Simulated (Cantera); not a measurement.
A closed system holds: 1 mol TiO₂, 0.27 mol MgCl₂, 0.15 mol O₂, at 900 K and 75.0 Torr.

Cantera equilibrium calculation (NASA polynomials, part measured and part estimated; ideal gas, pure solids and liquids). Candidate condensed phases: Mg, MgCl₂, MgO, MgTiO₃, MgTi₂O₅, Mg₂TiO₄, Ti, TiCl₂, TiCl₃, TiCl₄, TiO, TiO₂, Ti₂O₃, Ti₃O₅, Ti₄O₇; 20 gas species. Condensed phases not in the tables: TiOCl, alloys, solid solutions and most ternary compounds. Kinetics and transport are ignored.

Base state: Cl₂ 0.947, O₂ 0.0526, Cl 0.000228 (mole fractions); condensed: MgTi₂O₅(s) + TiO₂(rutile).

What changes in the equilibrium state with this change: temperature from 900 K to 1773 K?


| species | before | after |
|---|---|---|
| Cl | 0.000228 | 0.367 |
| MgCl₂ | 1.64e-6 | 0.280 |
| O₂ | 0.0526 | 0.176 |
| Cl₂ | 0.947 | 0.174 |
| TiCl₄ | 8.64e-7 | 0.000906 |
| O | <1e-9 | 0.000125 |
| TiOCl₂ | <1e-9 | 5.22e-5 |
| ClO | 1.39e-6 | 0.000889 |
| MgTi₂O₅(s), mol | 0.270 | 0.152 |
| TiO₂(rutile), mol | 0.460 | 0.696 |
Mutual solubility and eutectic melting of coexisting phases are not modelled. Condensed phases not in the tables: alloys, solid solutions and most ternary compounds.
